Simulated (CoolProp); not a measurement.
A Linde-Hampson liquefier for carbon monoxide: isothermal reversible compression at 230 K from 1 atm to 15 MPa, throttling to 1 atm, return gas leaving the recuperator 5 K below the feed. Each further row changes one setting.

Computed with CoolProp (reference Helmholtz-energy equation of state, Lemmon 2006). It is a short technical equation, of lower accuracy than the large ones.

| case | liquid yield per pass | compression work (kJ/kg of gas) |
|---|---|---|
| as stated | ? | 330 |
| high pressure 30 MPa | 0.194 | ? |
| warm-end temperature 260 K | ? | 379 |
| warm-end gap 10 K | 0.127 | 330 |

**Question.** What belongs in the gaps?

**Answer.** 
- as stated, liquid yield per pass: 0.140
- high pressure 30 MPa, compression work (kJ/kg of gas): 376
- warm-end temperature 260 K, liquid yield per pass: 0.095
